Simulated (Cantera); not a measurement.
A closed system holds: 1 mol FeS2, 1.4 mol SO2, 1.2 mol O2, equilibrated at 1625 °C and 10.0 Torr.

Equilibrium computed with Cantera from the NASA thermochemical tables; the gas is ideal and each condensed phase is pure. Candidate condensed phases: Fe, FeO, FeS, FeSO4, FeS2, Fe2O3, Fe2(SO4)3, Fe3O4, S; 12 gas species. The tables' stoichiometric FeO is somewhat more stable than real wüstite, so its field is too wide. FeO: taken at fixed stoichiometry. Equilibrium is a limit: real reactors are often held back by kinetics, nucleation or transport.

Base state: SO2 0.686, S2 0.196, SO 0.107, S 0.00604, S2O 0.00387, Fe 0.00134, FeO 5.81e-5 (mole fractions); condensed: FeO(l).

Question: What changes in the equilibrium state with this change: pressure from 10.0 Torr to 128 Torr?

Answer: 
```json
[
 {"species": "SO2", "before": "0.686", "after": "0.720"},
 {"species": "S2", "before": "0.196", "after": "0.212"},
 {"species": "SO", "before": "0.107", "after": "0.0591"},
 {"species": "Fe", "before": "0.00134", "after": "5.55e-5"},
 {"species": "FeO", "before": "5.81e-5", "after": "4.56e-6"},
 {"species": "S", "before": "0.00604", "after": "0.00176"},
 {"species": "FeO(l), mol", "before": "0.996", "after": "1.000"}
]
```
